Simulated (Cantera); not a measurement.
Cantera run:

```python
import numpy as np
import cantera as ct

gas_names = """
    H HNO HNO2 HNO3 HO2 H2 H2O H2O2 N NH NH2 NH3 NH2OH NO NO2 NO3 N2 N2H2 N2H4 N2O O OH O2 O3 Si SiH
    SiH2 SiH3 SiH4 SiN SiO SiO2 Si2 Si2N Si3
""".split()
cond_names = """
    H2O(s) H2O(L) Si(cr) Si(L) SiO2(Lqz) SiO2(hqz) SiO2(L) Si2N2O(s) Si3N4(a)
""".split()


# ... load() reads the species with a 1 bar reference pressure and builds the phases ...
atoms = {
    'Si2H6': {'Si': 2, 'H': 6},
    'NO': {'N': 1, 'O': 1},
    'H2': {'H': 2},
}
top_T = {'Si2N2O(s)': 2100, 'Si3N4(a)': 2400}  # K; cautious upper limits of use, not melting points


# ... equilibrate(T, P, feed) seeds the gas with the atoms and calls Mixture.equilibrate('TP', solver="vcs", rtol=1e-11, max_steps=5000) ...
results = []
T = 1800  # K
P = 4500  # Pa
for m in [0.45, 0.61, 0.85, 1.2, 1.6, 2.2, 3, 4.2, 5.8]:
    feed = {'Si2H6': 1, 'NO': m, 'H2': 77}  # mol
    mix = equilibrate(T, P, feed)
    results.append((T, P, feed, dict(zip(mix.species_names, mix.species_moles))))

top = {s: max(r[3][s] / sum(r[3][g] for g in gas_names) for r in results) for s in gas_names}
cols = sorted((s for s in top if top[s] > 1e-06), key=lambda s: -top[s])[:5]
seen = [c for c in cond_names if any(r[3].get(c, 0) > 1e-12 for r in results)]
print("log10 of partial pressures in bar; condensed amounts in mol")
print(f"{'n(NO)':>10s}" + "".join(f"{s[:9]:>10s}" for s in cols + seen))
for T, P, feed, n in results:
    ng = sum(n[g] for g in gas_names)
    print(f"{feed['NO']:10.4g}" + "".join(f"{np.log10(max(n[s] / ng * P / 1e5, 1e-99)):10.3f}" for s in cols)
          + "".join(f"{n.get(c, 0):10.4g}" for c in seen))
```

Output:

```
log10 of partial pressures in bar; condensed amounts in mol
     n(NO)        H2        N2       SiO       H2O         H     Si(L)   SiO2(L)
      0.45    -1.351    -3.902    -3.601    -7.860    -4.122      1.54         0
      0.61    -1.353    -3.771    -3.470    -7.730    -4.122      1.38         0
      0.85    -1.354    -3.629    -3.328    -7.590    -4.123      1.14         0
       1.2    -1.357    -3.482    -3.181    -7.446    -4.125    0.7902         0
       1.6    -1.360    -3.360    -3.059    -7.327    -4.126    0.3902         0
       2.2    -1.365    -3.225    -2.973    -4.050    -4.128         0   0.03543
         3    -1.364    -3.089    -3.166    -3.857    -4.128         0    0.7439
       4.2    -1.365    -2.942    -3.588    -3.435    -4.129         0     1.526
       5.8    -1.375    -2.804    -4.059    -2.974    -4.133         0     1.839
```

Cantera equilibrium calculation (NASA polynomials, part measured and part estimated; ideal gas, pure solids and liquids). The feed counts by its element totals alone. The tables hold silica as quartz up to 1696 K and as liquid above; real silica turns to tridymite and cristobalite and melts near 1996 K. Gases not in the tables: Si2H6 and higher silanes.
